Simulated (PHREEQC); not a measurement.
## Polishing slurry liquid (model solution)

Make-up at 65 °C: 1.2 mol/kgw HNO3, 0.076 mol/kgw KNO3 and 0.014 mol/kgw H3BO3. Closed to the air; pH follows from the charge balance.

Model: ion-association model, wateq4f.dat, run in PHREEQC.

- pH = 0.06
- ionic strength = 1.28 mol/kgw
- activity of water = 0.956
- total alkalinity = -1200 meq/kg

```json
[
 {"species": "NO3-", "molality": "1.28", "activity": "0.652", "log γ": "-0.292"},
 {"species": "H+", "molality": "1.20", "activity": "0.867", "log γ": "-0.141"},
 {"species": "K+", "molality": "0.0760", "activity": "0.0428", "log γ": "-0.249"},
 {"species": "H3BO3", "molality": "0.0140", "activity": "0.0188", "log γ": "0.128"}
]
```

No solid was allowed to form. The ionic strength is past about 0.7 mol/kgw, beyond the range of this activity model, so the values are rough. Away from 25 °C the constants follow the database's enthalpies or fits; those with neither stay at their 25 °C values.
